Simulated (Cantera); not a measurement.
Gas mixture: 100 % O₂, at 18000 Pa, frozen composition.

Cantera's kinetic-theory transport with the Lennard-Jones parameters of GRI-Mech 3.0, ideal gas; thermal conductivity in the mixture-averaged form.

One state of this run: ρ (kg/m³) = 0.0322; cp (J/kg/K) = 1192; μ (µPa s) = 78.8; λ (mW/m/K) = 133; Pr = 0.707; D (cm²/s) CH₄ = 36.3; D (cm²/s) NH₃ = 41.1; D (cm²/s) C₂H₂ = 27.5. D: mixture-averaged diffusion coefficient of that species in the mixture.

**Question.** Which value of T (K) does it belong to?
A) 1900
B) 900
C) 2150
D) 400

**Answer.** C, 2150
